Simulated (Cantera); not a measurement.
What does this Cantera script print?

```python
import numpy as np
import cantera as ct

gas = ct.Solution("h2o2.yaml")
gas.TPX = 600, 170000, {'H2': 1, 'O2': 0.333, 'N2': 0.9}
inlet = ct.Reservoir(gas, clone=True)
gas.equilibrate("HP")  # start burning
reactor = ct.IdealGasConstPressureReactor(gas, energy="on", clone=False)
exhaust = ct.Reservoir(gas, clone=True)
tau = [0.31, 0.095, 0.029, 0.0088, 0.0027, 0.00083, 0.00025, 7.7e-05, 2.4e-05, 7.2e-06][0]
for a, b in ((inlet, reactor), (reactor, exhaust)):
    ct.MassFlowController(a, b, mdot=lambda t: reactor.mass / tau)
net = ct.ReactorNet([reactor])
show = ['H2', 'O2', 'O', 'OH', 'H2O', 'H', 'HO2']

rows = []
print(f"{'tau/s':>10s}{'T/K':>9s}" + "".join(f"{s:>11s}" for s in show))
for tau in [0.31, 0.095, 0.029, 0.0088, 0.0027, 0.00083, 0.00025, 7.7e-05, 2.4e-05, 7.2e-06]:
    net.initial_time = 0.0
    net.advance(30 * tau)
    before = gas.X
    net.advance(40 * tau)
    drift = np.max(np.abs(gas.X - before) / (gas.X + 1e-9))
    rows.append([gas.T, *gas[show].X, drift])
    print(f"{tau:10.3e}{gas.T:9.1f}" + "".join(f"{x:11.3e}" for x in gas[show].X))
```

It prints:

```
     tau/s      T/K         H2         O2          O         OH        H2O          H        HO2
 3.100e-01   2653.9  1.708e-01  3.396e-04  4.221e-04  7.368e-03  3.378e-01  1.526e-02  3.532e-07
 9.500e-02   2653.0  1.708e-01  3.454e-04  4.269e-04  7.405e-03  3.377e-01  1.535e-02  3.585e-07
 2.900e-02   2650.2  1.707e-01  3.644e-04  4.425e-04  7.523e-03  3.375e-01  1.564e-02  3.761e-07
 8.800e-03   2641.2  1.705e-01  4.255e-04  4.938e-04  7.893e-03  3.367e-01  1.658e-02  4.331e-07
 2.700e-03   2615.2  1.698e-01  6.102e-04  6.564e-04  8.923e-03  3.343e-01  1.930e-02  6.097e-07
 8.300e-04   2550.2  1.680e-01  1.120e-03  1.138e-03  1.118e-02  3.286e-01  2.608e-02  1.101e-06
 2.500e-04   2419.7  1.647e-01  2.366e-03  2.353e-03  1.446e-02  3.178e-01  3.971e-02  2.268e-06
 7.700e-05   2222.6  1.596e-01  4.787e-03  4.516e-03  1.675e-02  3.029e-01  6.051e-02  4.725e-06
 2.400e-05   1976.4  1.541e-01  9.093e-03  7.122e-03  1.603e-02  2.855e-01  8.632e-02  1.029e-05
 7.200e-06   1690.8  1.609e-01  1.993e-02  8.821e-03  1.171e-02  2.590e-01  1.079e-01  2.824e-05
```

Cantera simulation using the H2/O2 subset of GRI-Mech 3.0, which has no nitrogen chemistry; the numbers are that mechanism's predictions, not measurements.
